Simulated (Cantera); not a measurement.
What does this Cantera script print?

```python
import numpy as np
import cantera as ct

gas_names = """
    AL ALH ALN AL2 H H2 N NH NH2 NH3 N2 N2H2 N2H4
""".split()
cond_names = """
    AL(cr) AL(L) ALN(s)
""".split()


def load(file, names, dense=False):
    # The tables refer to 1 bar. Condensed volumes are neglected.
    table = {s.name: s for s in ct.Species.list_from_file(file)}
    out = []
    for n in names:
        d = dict(table[n].input_data)
        d["thermo"] = dict(d["thermo"], **{"reference-pressure": 1e5})
        if dense:
            d["equation-of-state"] = {"model": "constant-volume", "density": "1e6 g/cm^3"}
        out.append(ct.Species.from_dict(d))
    return out


gas = ct.Solution(thermo="ideal-gas", species=load("nasa_gas.yaml", gas_names))
cond = {s.name: ct.Solution(thermo="fixed-stoichiometry", species=[s], name=s.name)
        for s in load("nasa_condensed.yaml", cond_names, dense=True)}
atoms = {
    'AlN': {'AL': 1, 'N': 1},
    'H2': {'H': 2},
}
top_T = {'ALN(s)': 2750}  # K; cautious upper limits of use, not melting points


def equilibrate(T, P, feed):
    n = {}
    for name, mol in feed.items():
        for a, k in atoms[name].items():
            n[a] = n.get(a, 0.0) + k * mol
    gas.TPX = T, P, n
    mass = sum(n.values()) * gas.mean_molecular_weight
    gas.equilibrate("TP")
    valid = [c for c in cond.values() if c.min_temp <= T <= top_T.get(c.name, c.max_temp)]
    mix = ct.Mixture([(gas, mass / gas.mean_molecular_weight)] + [(c, 0.0) for c in valid])
    mix.T, mix.P = T, P
    mix.equilibrate("TP", solver="vcs", rtol=1e-11, max_steps=5000)
    return mix


results = []
feed = {'AlN': 1, 'H2': 15}  # mol
for P in [1, 3.6, 13, 46, 170, 600, 2200, 7700, 28000, 100000]:
    for T in [848, 948, 1048, 1148, 1248, 1348, 1448, 1548, 1648, 1748, 1848, 1948, 2048]:
        mix = equilibrate(T, P, feed)
        results.append((T, P, feed, dict(zip(mix.species_names, mix.species_moles))))

for T, P, feed, n in results:
    print(f"{T:7g} {P:10.4g}  " + (" + ".join(c for c in cond_names if n.get(c, 0) > 1e-12) or "gas only"))
```

It prints:

```
    848          1  ALN(s)
    948          1  ALN(s)
   1048          1  ALN(s)
   1148          1  ALN(s)
   1248          1  ALN(s)
   1348          1  ALN(s)
   1448          1  ALN(s)
   1548          1  ALN(s)
   1648          1  gas only
   1748          1  gas only
   1848          1  gas only
   1948          1  gas only
   2048          1  gas only
    848        3.6  ALN(s)
    948        3.6  ALN(s)
   1048        3.6  ALN(s)
   1148        3.6  ALN(s)
   1248        3.6  ALN(s)
   1348        3.6  ALN(s)
   1448        3.6  ALN(s)
   1548        3.6  ALN(s)
   1648        3.6  gas only
   1748        3.6  gas only
   1848        3.6  gas only
   1948        3.6  gas only
   2048        3.6  gas only
    848         13  ALN(s)
    948         13  ALN(s)
   1048         13  ALN(s)
   1148         13  ALN(s)
   1248         13  ALN(s)
   1348         13  ALN(s)
   1448         13  ALN(s)
   1548         13  ALN(s)
   1648         13  ALN(s)
   1748         13  gas only
   1848         13  gas only
   1948         13  gas only
   2048         13  gas only
    848         46  ALN(s)
    948         46  ALN(s)
   1048         46  ALN(s)
   1148         46  ALN(s)
   1248         46  ALN(s)
   1348         46  ALN(s)
   1448         46  ALN(s)
   1548         46  ALN(s)
   1648         46  ALN(s)
   1748         46  ALN(s)
   1848         46  gas only
   1948         46  gas only
   2048         46  gas only
    848        170  ALN(s)
    948        170  ALN(s)
   1048        170  ALN(s)
   1148        170  ALN(s)
   1248        170  ALN(s)
   1348        170  ALN(s)
   1448        170  ALN(s)
   1548        170  ALN(s)
   1648        170  ALN(s)
   1748        170  ALN(s)
   1848        170  gas only
   1948        170  gas only
   2048        170  gas only
    848        600  ALN(s)
    948        600  ALN(s)
   1048        600  ALN(s)
   1148        600  ALN(s)
   1248        600  ALN(s)
   1348        600  ALN(s)
   1448        600  ALN(s)
   1548        600  ALN(s)
   1648        600  ALN(s)
   1748        600  ALN(s)
   1848        600  ALN(s)
   1948        600  gas only
   2048        600  gas only
    848       2200  ALN(s)
    948       2200  ALN(s)
   1048       2200  ALN(s)
   1148       2200  ALN(s)
   1248       2200  ALN(s)
   1348       2200  ALN(s)
   1448       2200  ALN(s)
   1548       2200  ALN(s)
   1648       2200  ALN(s)
   1748       2200  ALN(s)
   1848       2200  ALN(s)
   1948       2200  ALN(s)
   2048       2200  gas only
    848       7700  ALN(s)
    948       7700  ALN(s)
   1048       7700  ALN(s)
   1148       7700  ALN(s)
   1248       7700  ALN(s)
   1348       7700  ALN(s)
   1448       7700  ALN(s)
   1548       7700  ALN(s)
   1648       7700  ALN(s)
   1748       7700  ALN(s)
   1848       7700  ALN(s)
   1948       7700  ALN(s)
   2048       7700  ALN(s)
    848    2.8e+04  ALN(s)
    948    2.8e+04  ALN(s)
   1048    2.8e+04  ALN(s)
   1148    2.8e+04  ALN(s)
   1248    2.8e+04  ALN(s)
   1348    2.8e+04  ALN(s)
   1448    2.8e+04  ALN(s)
   1548    2.8e+04  ALN(s)
   1648    2.8e+04  ALN(s)
   1748    2.8e+04  ALN(s)
   1848    2.8e+04  ALN(s)
   1948    2.8e+04  ALN(s)
   2048    2.8e+04  ALN(s)
    848      1e+05  ALN(s)
    948      1e+05  ALN(s)
   1048      1e+05  ALN(s)
   1148      1e+05  ALN(s)
   1248      1e+05  ALN(s)
   1348      1e+05  ALN(s)
   1448      1e+05  ALN(s)
   1548      1e+05  ALN(s)
   1648      1e+05  ALN(s)
   1748      1e+05  ALN(s)
   1848      1e+05  ALN(s)
   1948      1e+05  ALN(s)
   2048      1e+05  ALN(s)
```

Method: chemical equilibrium by Gibbs-energy minimisation in Cantera with the NASA 1993 tables (ideal gas, pure condensed phases).
